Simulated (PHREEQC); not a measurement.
Solution (65 °C): 0.001 mol/kgw HF and 0.0049 mol/kgw CsF. It is in equilibrium with CO2 at log p = -1 (atm). Otherwise closed; pH follows from the charge balance.

Model: ion-association model, wateq4f.dat, run in PHREEQC.

Precipitation was switched off in this run.

**Question.** Predict the pH.

**Answer.** pH 4.20.

**Question.** In which forms is F present?

**Answer.** F- 84 %, HF 16 %, HF2- 0.7 % of the F.

Complexes and solids missing from the database can't appear. Away from 25 °C the constants follow the database's enthalpies or fits; those with neither stay at their 25 °C values.
